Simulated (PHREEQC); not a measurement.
Make-up at 20 °C: 0.2 mol/kgw HF, 5.6e-05 mol/kgw CuSO4, 0.00025 mol/kgw MnSO4 and 0.016 mol/kgw NaOH. Closed to the air; pH follows from the charge balance.

Computed with PHREEQC (ion-association model, wateq4f.dat).

Problem. The ionic strength comes out as 0.0232 mol/kgw. What activity coefficients do SO4-2, F-, MnF+, CuF+, Mn+2 get?

Solution. SO4-2 0.56, F- 0.86, MnF+ 0.87, CuF+ 0.86, Mn+2 0.58.

This is a speciation only: nothing precipitates in the calculation. wateq4f.dat counts part of the HF as a dimer, H2F2, which phreeqc.dat doesn't know; its constant is uncertain.
